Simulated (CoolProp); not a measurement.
Properties of R134a along the isobar 1.87 MPa.

Values from CoolProp's reference Helmholtz-energy equation of state, Tillner-Roth 1994.

```json
[
 {"T (°C)": "61.75", "phase": "liquid", "cp (kJ/(kg K))": "___", "speed of sound (m/s)": "334.4", "isothermal compressibility (1/MPa)": "0.01476"},
 {"T (°C)": "72.65", "phase": "gas", "cp (kJ/(kg K))": "1.318", "speed of sound (m/s)": "136.6", "isothermal compressibility (1/MPa)": "___"},
 {"T (°C)": "83.55", "phase": "gas", "cp (kJ/(kg K))": "1.223", "speed of sound (m/s)": "144.8", "isothermal compressibility (1/MPa)": "0.7399"},
 {"T (°C)": "94.55", "phase": "gas", "cp (kJ/(kg K))": "1.177", "speed of sound (m/s)": "151.6", "isothermal compressibility (1/MPa)": "0.6960"},
 {"T (°C)": "105.45", "phase": "gas", "cp (kJ/(kg K))": "1.153", "speed of sound (m/s)": "157.5", "isothermal compressibility (1/MPa)": "0.6665"},
 {"T (°C)": "116.35", "phase": "gas", "cp (kJ/(kg K))": "___", "speed of sound (m/s)": "162.8", "isothermal compressibility (1/MPa)": "0.6451"},
 {"T (°C)": "127.25", "phase": "gas", "cp (kJ/(kg K))": "1.136", "speed of sound (m/s)": "167.6", "isothermal compressibility (1/MPa)": "0.6287"},
 {"T (°C)": "138.15", "phase": "gas", "cp (kJ/(kg K))": "1.136", "speed of sound (m/s)": "___", "isothermal compressibility (1/MPa)": "0.6158"},
 {"T (°C)": "149.05", "phase": "gas", "cp (kJ/(kg K))": "1.139", "speed of sound (m/s)": "176.2", "isothermal compressibility (1/MPa)": "0.6053"},
 {"T (°C)": "160.05", "phase": "gas", "cp (kJ/(kg K))": "1.144", "speed of sound (m/s)": "___", "isothermal compressibility (1/MPa)": "___"},
 {"T (°C)": "170.95", "phase": "gas", "cp (kJ/(kg K))": "1.151", "speed of sound (m/s)": "___", "isothermal compressibility (1/MPa)": "0.5894"},
 {"T (°C)": "181.85", "phase": "gas", "cp (kJ/(kg K))": "1.160", "speed of sound (m/s)": "187.4", "isothermal compressibility (1/MPa)": "0.5832"}
]
```

Problem. Complete the blanks.

Solution. 
- 61.75, cp (kJ/(kg K)): 1.673
- 72.65, isothermal compressibility (1/MPa): 0.8127
- 116.35, cp (kJ/(kg K)): 1.141
- 138.15, speed of sound (m/s): 172.1
- 160.05, speed of sound (m/s): 180.2
- 160.05, isothermal compressibility (1/MPa): 0.5966
- 170.95, speed of sound (m/s): 183.9
